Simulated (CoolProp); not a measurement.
C3F8 (R218) along the isotherm 87.05 °C: fugacity coefficient from the reference equation and from simpler models built on Tc = 71.9 °C, pc = 26.40 bar, ω = 0.317; each cubic takes its own stable root.

Computed with CoolProp (reference Helmholtz-energy equation of state, Lemmon 2006). It is a short technical equation, of lower accuracy than the large ones.

```
p (bar)          phase  reference
-------  -------------  ---------
0.632              gas     0.9933
0.954              gas     0.9899
1.44               gas     0.9848
2.17               gas     0.9770
3.28               gas     0.9653
4.94               gas     0.9478
7.46               gas     0.9214
11.2               gas     0.8821
17                 gas     0.8212
25.6               gas     0.7299
38.6     supercritical     0.5857
58.3     supercritical     0.4438
87.9     supercritical     0.3502
133      supercritical     0.2949
200      supercritical     0.2744
```

Question: How far does each simpler model (van der Waals, Soave-Redlich-Kwong, Peng-Robinson) lie from the reference over these 15 states: mean and median of the absolute difference, and the worst?

Answer: 
- van der Waals: mean 4.6 %, median 0.6 %, worst +30.6 % at 87.05 °C and 200 bar
- Soave-Redlich-Kwong: mean 1.7 %, median 0.3 %, worst +7.7 % at 87.05 °C and 200 bar
- Peng-Robinson: mean 1.9 %, median 1.9 %, worst -5.9 % at 87.05 °C and 200 bar
